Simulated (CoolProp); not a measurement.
Vapour-liquid equilibrium of n-hexane (1) + toluene (2) at 10 bar; x and y are mole fractions of (1).

Values from CoolProp's multi-fluid Helmholtz-energy mixture model, Thol 2019 and Lemmon 2006; pair parameters Bell 2016.

| x | bubble temperature, mixture model (°C) | bubble temperature, Raoult's law (°C) | y, mixture model | y, Raoult's law |
|---|---|---|---|---|
| 0.05 | 211.9 | 212.9 | 0.107 | 0.110 |
| 0.15 | 203.5 | 205.7 | 0.282 | 0.296 |
| 0.25 | 196.5 | 199.2 | 0.419 | 0.446 |
| 0.35 | 190.6 | 193.3 | 0.530 | 0.568 |
| 0.45 | 185.5 | 187.9 | 0.623 | 0.669 |
| 0.55 | 181.0 | 183.0 | 0.704 | 0.753 |
| 0.65 | 176.9 | 178.5 | 0.777 | 0.824 |
| 0.75 | 173.2 | 174.3 | 0.844 | 0.884 |
| 0.85 | 169.8 | 170.4 | 0.908 | 0.936 |
| 0.95 | 166.6 | 166.8 | 0.970 | 0.980 |

The largest gap from Raoult's law is -2.7 K in bubble temperature, at x = 0.35. No azeotrope shows between x = 0.05 and 0.95.

Pair parameters are fitted to limited data, so mixtures are less certain than the pure fluids.
